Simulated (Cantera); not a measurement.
Charge: 1 mol NH3, 3 mol H2, 0.0051 mol SO2, at 1600 K and 0.133 bar.

These are equilibrium values from Cantera (NASA tables, ideal gas, pure condensed phases), not measurements of a reactor. Candidate condensed phases: H2O, H2SO4, S; 35 gas species. The numbers say what is thermodynamically allowed, not how fast it happens.

Base state: H2 0.897, N2 0.1000, H2O 0.00204, H2S 0.000987, H 0.000141, SH 2.91e-5 (mole fractions); condensed: gas only.

Problem. What changes in the equilibrium state with this change: SO2 from 0.0051 to 0.15 mol?

Solution. 
```json
[
 {"species": "H2", "before": "0.897", "after": "0.812"},
 {"species": "N2", "before": "0.1000", "after": "0.0998"},
 {"species": "H2O", "before": "0.00204", "after": "0.0599"},
 {"species": "H2S", "before": "0.000987", "after": "0.0262"},
 {"species": "S2", "before": "1.71e-6", "after": "0.00147"},
 {"species": "S", "before": "4.32e-7", "after": "1.27e-5"}
]
```
